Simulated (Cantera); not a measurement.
A closed system holds: 1 mol B₂O₃, 0.087 mol O₂, a varied amount of H₂, at 1827 °C and 12.0 Pa.

Equilibrium computed with Cantera from the NASA thermochemical tables; the gas is ideal and each condensed phase is pure. Candidate condensed phases: B, B₂O₃, B₃O₃H₃, H₂O; 23 gas species. Equilibrium is a limit: real reactors are often held back by kinetics, nucleation or transport.

x: gas mole fraction; nothing condenses.

```tsv
n(H₂) (mol)	x H₂	x H	x BO	x HBO₂	x H₂O	x B₂O₃	x HBO
11	0.625	0.225	0.0543	0.0471	0.0200	0.0135	0.0114
13	0.640	0.228	0.0492	0.0399	0.0189	0.0102	0.0104
16	0.657	0.231	0.0433	0.0322	0.0176	0.00717	0.00931
19	0.669	0.233	…	…	0.0164	…	…
23	0.681	0.235	0.0341	0.0216	0.0152	0.00372	0.00748
28	0.692	0.237	0.0298	0.0171	0.0139	0.00255	0.00659
34	0.701	0.238	…	…	…	…	…
41	0.709	0.239	0.0227	0.0106	0.0114	0.00119	0.00507
49	0.715	0.240	0.0198	0.00833	0.0103	0.000815	0.00445
60	0.721	0.241	0.0170	0.00630	0.00917	0.000525	0.00383
```

Problem. What belongs in the gaps?

Solution. 
- 19, x BO: 0.0387
- 19, x HBO₂: 0.0267
- 19, x B₂O₃: 0.00529
- 19, x HBO: 0.00842
- 34, x BO: 0.0260
- 34, x HBO₂: 0.0134
- 34, x H₂O: 0.0126
- 34, x B₂O₃: 0.00174
- 34, x HBO: 0.00578
